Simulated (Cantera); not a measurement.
A closed system holds: 1 mol SiCl4, 2.5 mol Cl2, 5.4 mol H2, at 598 K and 13300 Pa.

Equilibrium computed with Cantera from the NASA thermochemical tables; the gas is ideal and each condensed phase is pure. Candidate condensed phases: Si; 19 gas species. Equilibrium is a limit: real reactors are often held back by kinetics, nucleation or transport.

Base state: HCl 0.562, H2 0.326, SiCl4 0.112 (mole fractions); condensed: gas only.

Problem. What changes in the equilibrium state with this change: Cl2 from 2.5 to 0.77 mol?

Solution. 
```
species   before    after
-------  -------  -------
H2         0.326    0.646
HCl        0.562    0.215
SiCl4      0.112    0.139
SiHCl3   1.71e-6  1.10e-5
```
